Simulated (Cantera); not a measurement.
A closed system holds: 1 mol Fe₂O₃, 1.8 mol CO, a varied amount of C, at 2250 °C and 10000 Pa.

Equilibrium computed with Cantera from the NASA thermochemical tables; the gas is ideal and each condensed phase is pure. Candidate condensed phases: C, Fe, Fe(CO)₅, FeO, Fe₂O₃, Fe₃O₄; 15 gas species. The tables' stoichiometric FeO is somewhat more stable than real wüstite, so its field is too wide. FeO: taken at fixed stoichiometry. Kinetics and transport are ignored.

Problem. Which condensed phases are stable at each of these points (n(C) (mol)): 0.45, 0.68, 0.9, 1.1, 1.3, 1.6, 1.8, 2, 2.2, 2.5, 2.7, 2.9?

Solution. 
| n(C) (mol) | condensed phases | Fe condensed (%) |
|---|---|---|
| 0.45 | FeO(l) | 91.0 |
| 0.68 | FeO(l) | 85.6 |
| 0.9 | FeO(l) | 78.6 |
| 1.1 | FeO(l) | 70.9 |
| 1.3 | FeO(l) | 62.4 |
| 1.6 | FeO(l) | 48.5 |
| 1.8 | FeO(l) | 38.8 |
| 2 | FeO(l) | 28.9 |
| 2.2 | FeO(l) | 18.7 |
| 2.5 | FeO(l) | 3.4 |
| 2.7 | gas only | 0.0 |
| 2.9 | gas only | 0.0 |

From 0.45 mol C to 2.5 mol C the condensed part is FeO(l). From 2.7 mol C to 2.9 mol C nothing is condensed.
